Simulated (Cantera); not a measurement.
Ignition delay

Mixture: H₂ : O₂ : N₂ = 1 : 0.333 : 3.4 (molar parts), at 5.00 bar, adiabatic and at constant volume. Ignition delay is the time to a rise of 400 K.

Detailed kinetics in Cantera: the H2/O2 subset of GRI-Mech 3.0, which has no nitrogen chemistry. The hydrogen kinetics of GRI-Mech 3.0 are dated; newer H2 mechanisms differ, most at raised pressure. Where the delays flatten at high temperature, the 400 K rule measures the pace of heat release, not the induction time.

```csv
T0 (K),delay (ms)
1000,13.5
1100,0.600
1200,0.0292
1300,0.0128
1400,0.00788
1500,0.00560
1600,0.00439
1700,0.00372
```
